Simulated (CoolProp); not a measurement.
Vapour-liquid equilibrium of R125 (1) + cyclopropane (2) at 34.95 °C; x and y are mole fractions of (1).

Computed with CoolProp (multi-fluid Helmholtz-energy mixture model, Lemmon 2005 and Polt 1992; pair parameters Bell 2016). This equation is an older, rougher fit; its heat capacities, sound speeds and derivatives of the liquid may be far off and weren't checked against measurements.

```
x      bubble pressure (MPa)  y at the bubble point  dew pressure at overall composition x (MPa)  liquid density (mol/L)
-----  ---------------------  ---------------------  -------------------------------------------  ----------------------
0.05                   1.108                  0.168                                       0.9849                   13.96
0.125                  1.302                  0.315                                        1.061                   13.42
0.2                    1.443                  0.405                                        1.147                   12.91
0.275                  1.546                  0.469                                        1.245                   12.42
0.35                   1.624                  0.518                                        1.355                   11.95
0.425                  1.686                  0.562                                        1.475                   11.52
0.5                    1.736                  0.603                                        1.596                   11.12
0.575                  1.777                  0.646                                        1.704                   10.76
0.65                   1.807                  0.692                                        1.780                   10.43
0.725                  1.827                  0.743                                        1.822                   10.14
0.8                    1.835                  0.800                                        1.835                   9.889
0.875                  1.827                  0.866                                        1.825                   9.671
0.95                   1.803                  0.942                                        1.800                   9.484
```

y crosses x between x = 0.8 and 0.875: the model has an azeotrope there.

The pair parameters rest on a limited set of measurements; away from them the model extrapolates.
